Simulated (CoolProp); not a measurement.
The fluid at 298.15 K and 0.0868 MPa is compressed adiabatically to 0.467 MPa with isentropic efficiency 0.85. The same conditions are run with several fluids, on thermodynamics alone (safety and materials aside).

Values from CoolProp's reference Helmholtz-energy equation of state of each fluid (R21: Platzer 1990; trans-2-butene: Lemmon 2005; R142b: Lemmon 2006; ethylene: Smukala 2000). The equations of Platzer and Polt are older, rougher fits.

| fluid | work (kJ/kg) | final temperature (K) | final density (kg/m³) |
|---|---|---|---|
| R21 | 51.4 | 385.4 | 15.9 |
| trans-2-butene | 90.3 | 358.1 | 9.55 |
| R142b | 51.0 | 361.1 | 16.7 |
| ethylene | 203 | 416.6 | 3.81 |
